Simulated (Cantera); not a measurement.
A closed system holds: 1 mol AlCl3, 3.4 mol NH3, 27 mol N2, held at 1923.15 K and 0.133 bar.

Cantera equilibrium calculation (NASA polynomials, part measured and part estimated; ideal gas, pure solids and liquids). Candidate condensed phases: Al, AlCl3, AlN, NH4Cl; 20 gas species. The tables' values for AlCl2 are old estimates; treat these amounts as uncertain. Kinetics and transport are ignored.

Base state: N2 0.806, H2 0.121, HCl 0.0442, AlCl 0.0196, AlCl2 0.00527, AlCl3 0.00325, H 0.000897, Cl 0.000247 (mole fractions); condensed: gas only.

Q: What changes in the equilibrium state with this change: temperature from 1923.15 K to 1775 K?

A: 
```json
[
 {"species": "N2", "before": "0.806", "after": "0.810"},
 {"species": "H2", "before": "0.121", "after": "0.127"},
 {"species": "HCl", "before": "0.0442", "after": "0.0346"},
 {"species": "AlCl", "before": "0.0196", "after": "0.0144"},
 {"species": "Cl", "before": "0.000247", "after": "5.93e-5"},
 {"species": "H", "before": "0.000897", "after": "0.000282"},
 {"species": "AlCl3", "before": "0.00325", "after": "0.00794"},
 {"species": "AlCl2", "before": "0.00527", "after": "0.00591"}
]
```

Q: What changes in the equilibrium state with this change: NH3 from 3.4 to 19 mol?

A: 
```tsv
species	before	after
N2	0.806	0.545
H2	0.121	0.411
HCl	0.0442	0.0280
AlCl	0.0196	0.0134
AlCl3	0.00325	0.000263
AlCl2	0.00527	0.00124
```
